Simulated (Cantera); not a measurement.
Input (Python, Cantera) and output of one run.

```python
import numpy as np
import cantera as ct

gas_names = [...]  # 95 gases of nasa_gas.yaml made of C, F, H
cond_names = """
    C(gr) C6H6(L) C7H8(L) C8H18(L),n-octa
""".split()


# ... load() reads the species with a 1 bar reference pressure and builds the phases ...
atoms = {
    'CH3F': {'C': 1, 'H': 3, 'F': 1},
    'H2': {'H': 2},
    'CH4': {'C': 1, 'H': 4},
}
top_T = {'C(gr)': 4500}  # K; cautious upper limits of use, not melting points


# ... equilibrate(T, P, feed) seeds the gas with the atoms and calls Mixture.equilibrate('TP', solver="vcs", rtol=1e-11, max_steps=5000) ...
results = []
feed = {'CH3F': 1, 'H2': 0.19, 'CH4': 1.7}  # mol
P = 240  # Pa
for T in [2848, 2873, 2898, 2923, 2948, 2973, 2998, 3023, 3048, 3073, 3098]:
    mix = equilibrate(T, P, feed)
    results.append((T, P, feed, dict(zip(mix.species_names, mix.species_moles))))
    x = sorted(zip(gas.X, gas.species_names), reverse=True)
    print(f"T = {T:g} K  P = {P:g} Pa  gas = {mix.phase_moles(0):.4g} mol")
    print("   x: " + "  ".join(f"{s} {v:.3e}" for v, s in x if v > 0.0001))
    print("   condensed (mol): " + ("  ".join(f"{mix.phase(i).name} {mix.phase_moles(i):.4g}"
          for i in range(1, mix.n_phases) if mix.phase_moles(i) > 1e-12) or "none"))
```

It prints:

```
T = 2848 K  P = 240 Pa  gas = 9.216 mol
   x: H 7.187e-01  H2 1.329e-01  HF 1.056e-01  C3 2.350e-02  C2H2,acetylene 5.189e-03  C 4.600e-03  C2H 3.832e-03  F 2.647e-03  C2 2.317e-03  C5 2.648e-04  CF 2.193e-04
   condensed (mol): C(gr) 1.779
T = 2873 K  P = 240 Pa  gas = 9.463 mol
   x: H 7.285e-01  H2 1.153e-01  HF 1.023e-01  C3 3.154e-02  C 5.977e-03  C2H2,acetylene 4.879e-03  C2H 4.378e-03  F 3.145e-03  C2 3.125e-03  C5 3.863e-04  CF 2.760e-04
   condensed (mol): C(gr) 1.486
T = 2898 K  P = 240 Pa  gas = 9.742 mol
   x: H 7.339e-01  H2 9.913e-02  HF 9.857e-02  C3 4.211e-02  C 7.731e-03  C2H 4.960e-03  C2H2,acetylene 4.537e-03  C2 4.192e-03  F 3.730e-03  C5 5.597e-04  CF 3.464e-04  C4 1.053e-04
   condensed (mol): C(gr) 1.088
T = 2923 K  P = 240 Pa  gas = 10.07 mol
   x: H 7.340e-01  HF 9.448e-02  H2 8.426e-02  C3 5.593e-02  C 9.955e-03  C2 5.596e-03  C2H 5.569e-03  F 4.415e-03  C2H2,acetylene 4.167e-03  C5 8.058e-04  CF 4.333e-04  C4 1.509e-04
   condensed (mol): C(gr) 0.5462
T = 2948 K  P = 240 Pa  gas = 10.39 mol
   x: H 7.327e-01  HF 9.049e-02  H2 7.151e-02  C3 6.903e-02  C 1.248e-02  C2 7.101e-03  C2H 5.948e-03  F 5.214e-03  C2H2,acetylene 3.645e-03  C5 1.028e-03  CF 5.281e-04  C4 1.960e-04
   condensed (mol): none
T = 2973 K  P = 240 Pa  gas = 10.52 mol
   x: H 7.425e-01  HF 8.830e-02  C3 6.792e-02  H2 6.273e-02  C 1.446e-02  C2 7.734e-03  F 6.157e-03  C2H 5.553e-03  C2H2,acetylene 2.839e-03  C5 9.012e-04  CF 5.973e-04  C4 1.884e-04
   condensed (mol): none
T = 2998 K  P = 240 Pa  gas = 10.64 mol
   x: H 7.509e-01  HF 8.604e-02  C3 6.663e-02  H2 5.495e-02  C 1.670e-02  C2 8.394e-03  F 7.252e-03  C2H 5.170e-03  C2H2,acetylene 2.207e-03  C5 7.874e-04  CF 6.734e-04  C4 1.804e-04
   condensed (mol): none
T = 3023 K  P = 240 Pa  gas = 10.76 mol
   x: H 7.580e-01  HF 8.368e-02  C3 6.516e-02  H2 4.807e-02  C 1.922e-02  C2 9.078e-03  F 8.512e-03  C2H 4.800e-03  C2H2,acetylene 1.714e-03  CF 7.563e-04  C5 6.857e-04  C4 1.722e-04
   condensed (mol): none
T = 3048 K  P = 240 Pa  gas = 10.87 mol
   x: H 7.640e-01  HF 8.119e-02  C3 6.352e-02  H2 4.203e-02  C 2.204e-02  F 9.952e-03  C2 9.781e-03  C2H 4.446e-03  C2H2,acetylene 1.330e-03  CF 8.457e-04  C5 5.950e-04  C4 1.637e-04
   condensed (mol): none
T = 3073 K  P = 240 Pa  gas = 10.98 mol
   x: H 7.689e-01  HF 7.855e-02  C3 6.172e-02  H2 3.673e-02  C 2.520e-02  F 1.158e-02  C2 1.050e-02  C2H 4.107e-03  C2H2,acetylene 1.031e-03  CF 9.408e-04  C5 5.143e-04  C4 1.549e-04
   condensed (mol): none
T = 3098 K  P = 240 Pa  gas = 11.09 mol
   x: H 7.728e-01  HF 7.574e-02  C3 5.974e-02  H2 3.208e-02  C 2.870e-02  F 1.341e-02  C2 1.123e-02  C2H 3.784e-03  CF 1.041e-03  C2H2,acetylene 7.981e-04  C5 4.426e-04  C4 1.460e-04
   condensed (mol): none
```

Method: chemical equilibrium by Gibbs-energy minimisation in Cantera with the NASA 1993 tables (ideal gas, pure condensed phases).
